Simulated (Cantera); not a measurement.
**Adiabatic ignition**

An adiabatic, constant-pressure homogeneous reactor starts with H₂ : O₂ : N₂ : H₂O = 2.2 : 0.5 : 5 : 0.2 (molar parts), at 1798 K and 1.70 bar.

Computed with Cantera and the H2/O2 subset of GRI-Mech 3.0, which has no nitrogen chemistry.

| t (s) | T (K) | x H₂ | x O₂ | x H₂O | x O | x OH | x HO₂ |
|---|---|---|---|---|---|---|---|
| 5.00e-6 | 1806 | 0.262 | 0.0570 | 0.0362 | 0.000696 | 0.000919 | 2.39e-5 |
| 1.12e-5 | 1994 | 0.125 | 0.00213 | 0.136 | 0.00449 | 0.00903 | 1.58e-6 |
| 2.51e-5 | 2178 | 0.135 | 0.00127 | 0.142 | 0.00282 | 0.00875 | 9.14e-7 |
| 5.62e-5 | 2346 | 0.144 | 0.000614 | 0.148 | 0.00141 | 0.00727 | 4.84e-7 |
| 0.000126 | 2474 | 0.151 | 0.000243 | 0.153 | 0.000573 | 0.00517 | 2.26e-7 |
| 0.000282 | 2553 | 0.155 | 9.24e-5 | 0.157 | 0.000221 | 0.00342 | 9.30e-8 |
| 0.000631 | 2583 | 0.157 | 5.23e-5 | 0.158 | 0.000127 | 0.00265 | 5.19e-8 |
| 0.00141 | 2586 | 0.157 | 4.81e-5 | 0.158 | 0.000117 | 0.00255 | 4.75e-8 |
| 0.00317 | 2586 | 0.157 | 4.81e-5 | 0.158 | 0.000117 | 0.00255 | 4.75e-8 |
| 0.00710 | 2586 | 0.157 | 4.81e-5 | 0.158 | 0.000117 | 0.00255 | 4.75e-8 |
| 0.0159 | 2586 | 0.157 | 4.81e-5 | 0.158 | 0.000117 | 0.00255 | 4.75e-8 |
| 0.0356 | 2586 | 0.157 | 4.81e-5 | 0.158 | 0.000117 | 0.00255 | 4.75e-8 |
| 0.0797 | 2586 | 0.157 | 4.81e-5 | 0.158 | 0.000117 | 0.00255 | 4.75e-8 |
| 0.179 | 2586 | 0.157 | 4.81e-5 | 0.158 | 0.000117 | 0.00255 | 4.75e-8 |
| 0.400 | 2586 | 0.157 | 4.81e-5 | 0.158 | 0.000117 | 0.00255 | 4.75e-8 |
x: mole fraction; the columns are a selection and need not sum to one.

| Property | Value |
|---|---|
| time of steepest temperature rise | 6.56 µs |
| temperature at 0.400 s | 2586 K |
| equilibrium temperature | 2586 K |
| x(H₂) at 0.400 s | 0.157 (gas-phase equilibrium 0.157) |
| x(O₂) at 0.400 s | 4.81e-5 (gas-phase equilibrium 4.81e-5) |
| x(H₂O) at 0.400 s | 0.158 (gas-phase equilibrium 0.158) |
